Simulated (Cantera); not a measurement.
Charge: 1 mol SiH2Cl2, 0.94 mol O2, 8.8 mol H2, held at 0.000260 bar.

Equilibrium computed with Cantera from the NASA thermochemical tables; the gas is ideal and each condensed phase is pure. Candidate condensed phases: H2O, Si, SiO2; 30 gas species. The tables hold silica as quartz up to 1696 K and as liquid above; real silica turns to tridymite and cristobalite and melts near 1996 K. Rates play no part.

Problem. What share of the Si ends up in condensed phases as a function of T (K), at 923, 1023, 1123, 1223, 1323, 1423, 1523, 1623, 1723, 1823, 1923, 2023, 2123?

Solution. 
```tsv
T (K)	Si condensed (%)	as
923	94.0	SiO2(β-quartz)
1023	94.0	SiO2(β-quartz)
1123	94.0	SiO2(β-quartz)
1223	93.5	SiO2(β-quartz)
1323	90.2	SiO2(β-quartz)
1423	88.0	SiO2(β-quartz)
1523	87.1	SiO2(β-quartz)
1623	79.7	SiO2(β-quartz)
1723	52.7	SiO2(condensed)
1823	0.0	-
1923	0.0	-
2023	0.0	-
2123	0.0	-
```
